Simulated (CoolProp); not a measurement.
Computed with CoolProp (reference Helmholtz-energy equation of state, Lemmon 2016).

Give the vapour pressure (bar), liquid density (kg/m³), vapour density (kg/m³), enthalpy of vaporisation (kJ/kg) of saturated R115 at 226.8 K.


```tsv
T (K)	p (bar)	liquid density (kg/m³)	vapour density (kg/m³)	enthalpy of vaporisation (kJ/kg)
226.8	0.728	1570	6.17	128
```
